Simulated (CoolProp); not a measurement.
Saturation properties of sulfur dioxide.

Values from CoolProp's reference Helmholtz-energy equation of state, Gao 2016.

```json
[
 {"T (K)": "296.6", "p (MPa)": "0.3722", "liquid density (kg/m³)": "1371", "vapour density (kg/m³)": "10.36", "enthalpy of vaporisation (kJ/kg)": "357.9", "surface tension (mN/m)": "22.0"},
 {"T (K)": "304.8", "p (MPa)": "0.4871", "liquid density (kg/m³)": "1348", "vapour density (kg/m³)": "13.38", "enthalpy of vaporisation (kJ/kg)": "349.4", "surface tension (mN/m)": "20.4"},
 {"T (K)": "313", "p (MPa)": "0.6275", "liquid density (kg/m³)": "1324", "vapour density (kg/m³)": "17.06", "enthalpy of vaporisation (kJ/kg)": "340.6", "surface tension (mN/m)": "18.8"},
 {"T (K)": "321.3", "p (MPa)": "0.7989", "liquid density (kg/m³)": "1299", "vapour density (kg/m³)": "21.54", "enthalpy of vaporisation (kJ/kg)": "331.1", "surface tension (mN/m)": "17.2"},
 {"T (K)": "329.5", "p (MPa)": "1.001", "liquid density (kg/m³)": "1273", "vapour density (kg/m³)": "26.86", "enthalpy of vaporisation (kJ/kg)": "321.3", "surface tension (mN/m)": "15.6"},
 {"T (K)": "337.7", "p (MPa)": "1.239", "liquid density (kg/m³)": "1246", "vapour density (kg/m³)": "33.19", "enthalpy of vaporisation (kJ/kg)": "310.9", "surface tension (mN/m)": "14.1"},
 {"T (K)": "345.9", "p (MPa)": "1.517", "liquid density (kg/m³)": "1218", "vapour density (kg/m³)": "40.71", "enthalpy of vaporisation (kJ/kg)": "299.8", "surface tension (mN/m)": "12.5"},
 {"T (K)": "354.1", "p (MPa)": "1.839", "liquid density (kg/m³)": "1189", "vapour density (kg/m³)": "49.62", "enthalpy of vaporisation (kJ/kg)": "288.0", "surface tension (mN/m)": "11.0"},
 {"T (K)": "362.3", "p (MPa)": "2.209", "liquid density (kg/m³)": "1158", "vapour density (kg/m³)": "60.19", "enthalpy of vaporisation (kJ/kg)": "275.4", "surface tension (mN/m)": "9.49"},
 {"T (K)": "370.6", "p (MPa)": "2.637", "liquid density (kg/m³)": "1124", "vapour density (kg/m³)": "72.94", "enthalpy of vaporisation (kJ/kg)": "261.4", "surface tension (mN/m)": "7.97"},
 {"T (K)": "378.8", "p (MPa)": "3.118", "liquid density (kg/m³)": "1088", "vapour density (kg/m³)": "88.03", "enthalpy of vaporisation (kJ/kg)": "246.4", "surface tension (mN/m)": "6.48"},
 {"T (K)": "387", "p (MPa)": "3.661", "liquid density (kg/m³)": "1049", "vapour density (kg/m³)": "106.3", "enthalpy of vaporisation (kJ/kg)": "229.7", "surface tension (mN/m)": "5.02"},
 {"T (K)": "395.2", "p (MPa)": "4.271", "liquid density (kg/m³)": "1005", "vapour density (kg/m³)": "128.8", "enthalpy of vaporisation (kJ/kg)": "210.9", "surface tension (mN/m)": "3.59"}
]
```

It boils at 263.1 K under 1 atm.

Surface tension comes from a separate correlation (Mulero 2012).
